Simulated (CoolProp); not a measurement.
Vapour pressure (MPa) of R113: the reference equation beside estimates from Tc = 487.2 K, pc = 3.392 MPa, ω = 0.253. Clausius-Clapeyron is anchored at 389.8 K with a constant enthalpy of vaporisation of 22.14 kJ/mol.

The numbers come from the reference Helmholtz-energy equation of state, Marx 1992 in CoolProp.

| T (K) | reference | Lee-Kesler | Clausius-Clapeyron | Redlich-Kwong | Soave-Redlich-Kwong | Peng-Robinson |
|---|---|---|---|---|---|---|
| 389.8 | 0.6341 | 0.6365 | 0.6341 | 0.8348 | 0.6396 | … |
| 396.5 | 0.7299 | 0.7324 | 0.7117 | 0.9411 | 0.7370 | 0.7274 |
| 403.3 | 0.8377 | … | 0.7970 | 1.058 | 0.8467 | 0.8356 |
| 410.1 | 0.9568 | 0.9593 | 0.8893 | 1.185 | 0.9681 | 0.9553 |
| 416.9 | 1.088 | 1.090 | 0.9886 | 1.322 | 1.102 | 1.088 |
| 423.7 | 1.232 | 1.234 | 1.095 | 1.468 | 1.249 | 1.233 |
| 430.4 | … | … | 1.208 | 1.623 | 1.407 | 1.390 |
| 437.2 | 1.560 | 1.561 | 1.330 | 1.792 | 1.582 | 1.564 |

Question: Complete the blanks.

Answer: 
- 389.8, Peng-Robinson: 0.6315
- 403.3, Lee-Kesler: 0.8403
- 430.4, reference: 1.388
- 430.4, Lee-Kesler: 1.389

Absolute difference from the reference over all 8 rows, mean and median: Lee-Kesler 0.2 and 0.2 %, Clausius-Clapeyron 7.8 and 8.1 %, Redlich-Kwong 22.9 and 22.7 %, Soave-Redlich-Kwong 1.2 and 1.2 %, Peng-Robinson 0.2 and 0.2 %.
